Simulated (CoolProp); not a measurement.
Properties of R407C along the isotherm -39.25 °C (Tc = 86.2 °C, pc = 4632 kPa, ω = 0.363).

Model: reference Helmholtz-energy equation of state, Lemmon 2003, in CoolProp. It is a pseudo-pure fit of the blend.

```tsv
p (kPa)	phase	cp (kJ/(kg K))	cv (kJ/(kg K))	conductivity (mW/(m K))	Prandtl number
257	liquid	[?]	0.8429	[?]	[?]
515	liquid	[?]	0.8429	114	3.98
772	liquid	1.317	0.8429	114	3.98
1030	liquid	1.317	0.8429	114	3.99
1290	liquid	[?]	0.8429	114	3.99
1540	liquid	[?]	0.8429	114	3.99
1800	liquid	1.314	0.8429	114	4.00
2060	liquid	1.314	0.8429	114	4.00
2320	liquid	[?]	0.8429	114	[?]
```

Task: Fill in the missing entries.

Result: 
- 257, cp (kJ/(kg K)): 1.319
- 257, conductivity (mW/(m K)): 113
- 257, Prandtl number: 3.97
- 515, cp (kJ/(kg K)): 1.318
- 1290, cp (kJ/(kg K)): 1.316
- 1540, cp (kJ/(kg K)): 1.315
- 2320, cp (kJ/(kg K)): 1.313
- 2320, Prandtl number: 4.01

Viscosity comes from a separate model (Geller 2000). Thermal conductivity comes from a separate model (Geller 2001).
